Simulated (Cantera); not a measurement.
Cantera run, input and output.

```python
import numpy as np
import cantera as ct

surf = ct.Interface("ptcombust.yaml", "Pt_surf")
gas = surf.adjacent["gas"]
gas.TPX = 525, 101325, {'H2': 0.0067, 'O2': 0.031, 'N2': 0.79, 'H2O': 0.034}
surf.TP = 525, 101325
reactor = ct.FlowReactor(gas, clone=False)
reactor.area = 0.0001  # m2
reactor.surface_area_to_volume_ratio = 1600  # 1/m
reactor.mass_flow_rate = 1.9 * reactor.area * gas.density  # inlet velocity 1.9 m/s
reactor.energy_enabled = False
wall = ct.ReactorSurface(surf, reactor, clone=False)
net = ct.ReactorNet([reactor])
net.rtol, net.atol = 1e-8, 1e-16
show, cover = ['H2', 'O2', 'H2O'], ['PT(S)', 'H(S)', 'O(S)', 'OH(S)', 'CO(S)', 'C(S)']

rows = []
print(f"{'z/m':>9s}{'u/(m/s)':>9s}" + "".join(f"{s:>13s}" for s in show + cover))
for z in [8.8e-05, 0.00019, 0.00041, 0.00088, 0.0019, 0.0041, 0.0088]:
    net.advance(z)
    rows.append([reactor.speed, *gas[show].X, *surf[cover].coverages])
    print(f"{z:9.4g}{rows[-1][0]:9.3g}" + "".join(f"{x:13.4e}" for x in rows[-1][1:]))
```

Result:

```
      z/m  u/(m/s)           H2           O2          H2O        PT(S)         H(S)         O(S)        OH(S)        CO(S)         C(S)
  8.8e-05      1.9   4.6144e-03   3.4446e-02   4.2693e-02   2.0252e-01   9.0901e-08   7.2013e-01   7.6213e-02  -2.2969e-25   3.4024e-29
  0.00019      1.9   3.1037e-03   3.3715e-02   4.4239e-02   1.3917e-01   3.9310e-08   7.9308e-01   6.6951e-02   8.4380e-23   5.4041e-27
  0.00041     1.89   1.8026e-03   3.3085e-02   4.5571e-02   8.2366e-02   1.2994e-08   8.6295e-01   5.4200e-02  -2.1491e-25   5.5200e-30
  0.00088     1.89   9.4355e-04   3.2670e-02   4.6451e-02   4.3662e-02   3.6234e-09   9.1519e-01   4.0880e-02  -1.5102e-24  -4.7094e-29
   0.0019     1.89   4.6146e-04   3.2436e-02   4.6944e-02   2.1508e-02   9.1855e-10   9.4905e-01   2.9316e-02   4.0794e-24   1.2165e-28
   0.0041     1.89   2.1891e-04   3.2319e-02   4.7192e-02   1.0241e-02   2.2798e-10   9.6922e-01   2.0478e-02  -1.0492e-25  -1.7560e-30
   0.0088     1.89   1.0296e-04   3.2263e-02   4.7311e-02   4.8279e-03   5.7837e-11   9.8099e-01   1.4157e-02  -1.8028e-26  -9.2118e-31
```

Cantera simulation using Deutschmann's 1995 Pt surface mechanism with GRI-Mech 3.0 gas chemistry; the numbers are that mechanism's predictions, not measurements. Catalytic surfaces can have several steady states; this one follows from the mechanism file's or the stated starting coverage. Mass transfer to the wall is taken as infinitely fast.
